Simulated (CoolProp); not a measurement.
Computed with CoolProp (reference Helmholtz-energy equation of state, Lemmon 2006). It is a short technical equation, of lower accuracy than the large ones.

### Question
For carbonyl sulfide, give the phase and the cp (kJ/(kg K)), speed of sound (m/s), expansivity (1/kK), fugacity coefficient at 201.6 K and 253 kPa; 146.4 K and 2440 kPa; 434.7 K and 850 kPa.

### Answer
- 201.6 K and 253 kPa: liquid; cp 1.17, speed of sound 1140, expansivity 1.68, fugacity coefficient 0.131
- 146.4 K and 2440 kPa: liquid; cp 1.21, speed of sound 1400, expansivity 1.47, fugacity coefficient 0.000145
- 434.7 K and 850 kPa: gas; cp 0.808, speed of sound 265, expansivity 2.53, fugacity coefficient 0.971
